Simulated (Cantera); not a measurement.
Feed: 1 mol Si₂H₆, 0.15 mol Cl₂, 200 mol N₂, held at 2.00 mbar.

Cantera equilibrium calculation (NASA polynomials, part measured and part estimated; ideal gas, pure solids and liquids). Candidate condensed phases: NH₄Cl, Si, Si₃N₄; 28 gas species. The feed counts by its element totals alone. N₂ is the only nitrogen source here; it is nearly inert below about 1500 K, so the nitride shown seldom forms there in practice. Equilibrium is a limit: real reactors are often held back by kinetics, nucleation or transport. All values below are at 1148 K.

Base state: N₂ 0.984, H₂ 0.0141, HCl 0.00149 (mole fractions); condensed: Si₃N₄(s).

Task: What changes in the equilibrium state with this change: Si₂H₆ replaced by Si₃H₈?

Result: 
| species | before | after |
|---|---|---|
| N₂ | 0.984 | 0.979 |
| H₂ | 0.0141 | 0.0190 |
| HCl | 0.00149 | 0.00148 |
| Si₃N₄(s), mol | 0.667 | 1.000 |
